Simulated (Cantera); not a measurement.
An adiabatic, constant-pressure homogeneous reactor starts with CO : H2 : CH4 : O2 : N2 = 1 : 0.11 : 0.79 : 2.7 : 10.2 (molar parts), equivalence ratio 0.79, at 1625 K and 200000 Pa. Integrator tolerance rtol = 1e-08.

Detailed kinetics in Cantera: GRI-Mech 3.0 (53 species, 325 reactions).

### Question
What does this change do: CO 1 to 0.44 parts?

### Answer
```csv
quantity,before,after
time of steepest temperature rise,0.126 ms,0.128 ms
temperature at 2.00 s,2759 K,2696 K
equilibrium temperature,2759 K,2696 K
x(CO) at 2.00 s,0.0364 (gas-phase equilibrium 0.0364),0.0192 (gas-phase equilibrium 0.0192)
x(H2) at 2.00 s,0.00610 (gas-phase equilibrium 0.00610),0.00448 (gas-phase equilibrium 0.00448)
x(CH4) at 2.00 s,<1e-12 (gas-phase equilibrium <1e-12),<1e-12 (gas-phase equilibrium <1e-12)
x(H2O) at 2.00 s,0.0982 (gas-phase equilibrium 0.0982),0.105 (gas-phase equilibrium 0.105)
x(HCN) at 2.00 s,6.03e-10 (gas-phase equilibrium 6.03e-10),1.91e-10 (gas-phase equilibrium 1.91e-10)
x(O) at 2.00 s,0.00698 (gas-phase equilibrium 0.00698),0.00602 (gas-phase equilibrium 0.00602)
x(NO) at 2.00 s,0.0151 (gas-phase equilibrium 0.0151),0.0157 (gas-phase equilibrium 0.0157)
```

### Question
What does this change do: constant volume in place of constant pressure?

### Answer
```csv
quantity,before,after
time of steepest temperature rise,0.126 ms,0.121 ms
temperature at 2.00 s,2759 K,2907 K
equilibrium temperature,2759 K,2907 K
x(CO) at 2.00 s,0.0364 (gas-phase equilibrium 0.0364),0.0442 (gas-phase equilibrium 0.0442)
x(H2) at 2.00 s,0.00610 (gas-phase equilibrium 0.00610),0.00750 (gas-phase equilibrium 0.00750)
x(CH4) at 2.00 s,<1e-12 (gas-phase equilibrium <1e-12),<1e-12 (gas-phase equilibrium <1e-12)
x(H2O) at 2.00 s,0.0982 (gas-phase equilibrium 0.0982),0.0933 (gas-phase equilibrium 0.0933)
x(HCN) at 2.00 s,6.03e-10 (gas-phase equilibrium 6.03e-10),1.87e-9 (gas-phase equilibrium 1.87e-9)
x(O) at 2.00 s,0.00698 (gas-phase equilibrium 0.00698),0.00931 (gas-phase equilibrium 0.00931)
x(NO) at 2.00 s,0.0151 (gas-phase equilibrium 0.0151),0.0186 (gas-phase equilibrium 0.0186)
```

### Question
What does this change do: CH4 0.79 to 0.27 parts?

### Answer
```
quantity                                                              before                                      after
---------------------------------  -----------------------------------------  -----------------------------------------
time of steepest temperature rise                                   0.126 ms                                    49.9 µs
temperature at 2.00 s                                                 2759 K                                     2472 K
equilibrium temperature                                               2759 K                                     2472 K
x(CO) at 2.00 s                        0.0364 (gas-phase equilibrium 0.0364)    0.00587 (gas-phase equilibrium 0.00587)
x(H2) at 2.00 s                      0.00610 (gas-phase equilibrium 0.00610)  0.000483 (gas-phase equilibrium 0.000483)
x(CH4) at 2.00 s                       <1e-12 (gas-phase equilibrium <1e-12)      <1e-12 (gas-phase equilibrium <1e-12)
x(H2O) at 2.00 s                       0.0982 (gas-phase equilibrium 0.0982)      0.0433 (gas-phase equilibrium 0.0433)
x(HCN) at 2.00 s                   6.03e-10 (gas-phase equilibrium 6.03e-10)  5.15e-12 (gas-phase equilibrium 5.15e-12)
x(O) at 2.00 s                       0.00698 (gas-phase equilibrium 0.00698)    0.00295 (gas-phase equilibrium 0.00295)
x(NO) at 2.00 s                        0.0151 (gas-phase equilibrium 0.0151)      0.0152 (gas-phase equilibrium 0.0152)
```
